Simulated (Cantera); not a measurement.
A Cantera script and what it prints.

```python
import numpy as np
import cantera as ct

gas_names = """
    Cu CuO Cu2 N NO NO2 NO3 N2 N2O O O2 O3
""".split()
cond_names = """
    Cu(cr) Cu(L) CuO(s) Cu2O(s) Cu2O(L)
""".split()


# ... load() reads the species with a 1 bar reference pressure and builds the phases ...
atoms = {
    'Cu': {'Cu': 1},
    'O2': {'O': 2},
    'N2': {'N': 2},
}
top_T = {'CuO(s)': 1390}  # K; cautious upper limits of use, not melting points


# ... equilibrate(T, P, feed) seeds the gas with the atoms and calls Mixture.equilibrate('TP', solver="vcs", rtol=1e-11, max_steps=5000) ...
results = []
feed = {'Cu': 1, 'O2': 0.057, 'N2': 4.3}  # mol
T = 1273  # K
P = 120  # Pa
mix = equilibrate(T, P, feed)
results.append((T, P, feed, dict(zip(mix.species_names, mix.species_moles))))
x = sorted(zip(gas.X, gas.species_names), reverse=True)
print(f"T = {T:g} K  P = {P:g} Pa  gas = {mix.phase_moles(0):.4g} mol")
print("   x: " + "  ".join(f"{s} {v:.3e}" for v, s in x if v > 0.001))
print("   condensed (mol): " + ("  ".join(f"{mix.phase(i).name} {mix.phase_moles(i):.4g}"
      for i in range(1, mix.n_phases) if mix.phase_moles(i) > 1e-12) or "none"))
```

It prints:

```
T = 1273 K  P = 120 Pa  gas = 4.302 mol
   x: N2 9.994e-01
   condensed (mol): Cu(cr) 0.7801  Cu2O(s) 0.1098
```

Method: chemical equilibrium by Gibbs-energy minimisation in Cantera with the NASA 1993 tables (ideal gas, pure condensed phases). Mutual solubility and eutectic melting of coexisting phases are not modelled.
